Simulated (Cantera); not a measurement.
Feed: 1 mol AlCl3, 0.59 mol N2, equilibrated at 800 K and 7.50 Torr.

Equilibrium computed with Cantera from the NASA thermochemical tables; the gas is ideal and each condensed phase is pure. Candidate condensed phases: Al, AlCl3, AlN; 11 gas species. The numbers say what is thermodynamically allowed, not how fast it happens.

Base state: AlCl3 0.612, N2 0.376, Al2Cl6 0.0125 (mole fractions); condensed: gas only.

Question: What changes in the equilibrium state with this change: temperature from 800 K to 1750 K?

Answer: 
```tsv
species	before	after
AlCl3	0.612	0.603
N2	0.376	0.365
Cl	<1e-9	0.0165
AlCl2	<1e-9	0.0143
Al2Cl6	0.0125	1.25e-6
AlCl	<1e-9	0.00118
Cl2	<1e-9	4.44e-5
```
The tables' values for AlCl2 are old estimates; treat these amounts as uncertain.

Question: What changes in the equilibrium state with this change: pressure from 7.50 Torr to 90.0 Torr?

Answer: 
```csv
species,before,after
AlCl3,0.612,0.495
N2,0.376,0.407
Al2Cl6,0.0125,0.0980
```
